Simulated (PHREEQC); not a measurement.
**Brine: an equilibrium model**

Solution (25 °C): 4.1 mol MgCl2 per kg of water. Closed to the air; pH follows from the charge balance.

All values are PHREEQC results (Pitzer model, pitzer.dat), not measurements.

```json
{
  "ionic_strength": "12.3 mol/kgw",
  "activity_of_water": "0.561",
  "density": "1.251 g/cm³",
  "osmotic_coefficient": "2.606"
}
```

| species | molality | activity | log γ |
|---|---|---|---|
| Cl- | 8.20 | 6.54 | -0.098 |
| Mg+2 | 4.10 | 1000 | 2.592 |
| H+ | 2.82e-6 | 0.000186 | 1.819 |
| MgOH+ | 2.82e-6 | 7.50e-6 | 0.425 |
| OH- | 3.11e-9 | 3.05e-11 | -2.009 |

Precipitation was switched off in this run.
